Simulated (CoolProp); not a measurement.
Saturation properties of normal hydrogen (Tc = 33.1 K, pc = 12.96 bar, ω = -0.219).

Computed with CoolProp (reference Helmholtz-energy equation of state, Leachman 2009).

```
T (K)  p (bar)  vapour density (kg/m³)  liquid cp (kJ/(kg K))
-----  -------  ----------------------  ---------------------
25.2     3.348                   4.057                  13.52
25.9     3.862                   4.673                  14.36
26.7     4.515                   5.475                  15.50
27.4     5.147                   6.275                  16.71
28.1     5.838                   7.187                  18.21
28.8     6.593                   8.232                  20.15
29.5     7.414                   9.446                  22.75
30.2     8.305                   10.88                  26.53
30.9     9.272                   12.63                  32.58
31.7     10.48                   15.23                  46.71
32.4     11.62                   18.62                  85.59
```

It boils at 20.4 K under 1 atm.
